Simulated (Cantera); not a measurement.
A closed system holds: 1 mol BN, 91 mol H2, 1.8 mol N2, equilibrated at 1252 °C and 75.0 Torr.

These are equilibrium values from Cantera (NASA tables, ideal gas, pure condensed phases), not measurements of a reactor. Candidate condensed phases: B, BN; 15 gas species. Kinetics and transport are ignored.

Base state: H2 0.981, N2 0.0194, H 7.41e-5 (mole fractions); condensed: BN(s).

Question: What changes in the equilibrium state with this change: BN replaced by Si3N4?

Answer: 
| species | before | after |
|---|---|---|
| H2 | 0.981 | 0.981 |
| N2 | 0.0194 | 0.0194 |
| H | 7.41e-5 | 7.41e-5 |
| BN(s), mol | 1.000 | 0 |
| Si3N4(s), mol | 0 | 1.000 |
Further candidate phases: Si, Si3N4.

Question: What changes in the equilibrium state with this change: pressure from 75.0 Torr to 0.0825 Torr?

Answer: 
| species | before | after |
|---|---|---|
| H2 | 0.981 | 0.978 |
| N2 | 0.0194 | 0.0194 |
| H | 7.41e-5 | 0.00223 |
| BN(s), mol | 1.000 | 1.000 |
